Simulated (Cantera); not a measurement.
Feed: 1 mol Fe₃O₄, 1 mol H₂, 5.7 mol H₂O, equilibrated at 1.10 bar.

Equilibrium computed with Cantera from the NASA thermochemical tables; the gas is ideal and each condensed phase is pure. Candidate condensed phases: Fe, FeO, Fe(OH)₂, Fe(OH)₃, Fe₂O₃, Fe₃O₄, H₂O; 12 gas species. Mutual solubility and eutectic melting of coexisting phases are not modelled. The tables' stoichiometric FeO is somewhat more stable than real wüstite, so its field is too wide. FeO: taken at fixed stoichiometry. Kinetics and transport are ignored.

Which condensed phases are stable at each of these points (T (K)): 623, 823, 1023, 1223, 1423, 1623, 1823, 2023, 2223?


```
T (K)   condensed phases  Fe condensed (%)
-----  -----------------  ----------------
623             Fe₃O₄(s)             100.0
823             Fe₃O₄(s)             100.0
1023   FeO(s) + Fe₃O₄(s)             100.0
1223   FeO(s) + Fe₃O₄(s)             100.0
1423   FeO(s) + Fe₃O₄(s)             100.0
1623   FeO(s) + Fe₃O₄(s)             100.0
1823   FeO(l) + Fe₃O₄(s)             100.0
2023              FeO(l)              99.9
2223              FeO(l)              99.8
```

From 623 K to 823 K the condensed part is Fe₃O₄(s). From 1023 K to 1623 K the condensed part is FeO(s) + Fe₃O₄(s). At 1823 K the condensed part is FeO(l) + Fe₃O₄(s). From 2023 K to 2223 K the condensed part is FeO(l).
